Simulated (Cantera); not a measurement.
A closed system holds: 1 mol Si, 2.4 mol Br2, 78 mol H2, held at 1325 K and 1.30 mbar.

Equilibrium computed with Cantera from the NASA thermochemical tables; the gas is ideal and each condensed phase is pure. The tables' values for SiBr3 are old estimates; treat these amounts as uncertain. Rates play no part.

```json
[
 {"species": "H2", "before": "0.945", "after": "0.927"},
 {"species": "HBr", "before": "0.0490", "after": "0.0632"},
 {"species": "SiBr2", "before": "0.00506", "after": "0.00858"},
 {"species": "SiBr3", "before": "1.50e-5", "after": "3.32e-5"},
 {"species": "Br", "before": "0.000486", "after": "0.000633"},
 {"species": "H", "before": "4.41e-5", "after": "4.37e-5"},
 {"species": "Si(s), mol", "before": "0.591", "after": "0.298"}
]
```
Gas species are given as mole fractions.

Question: Name the change that produced these shifts.
A. temperature from 1325 K to 725 K
B. Br2 from 2.4 to 0.68 mol
C. temperature from 1325 K to 948 K
D. Br2 from 2.4 to 3.3 mol

Answer: D, Br2 from 2.4 to 3.3 mol
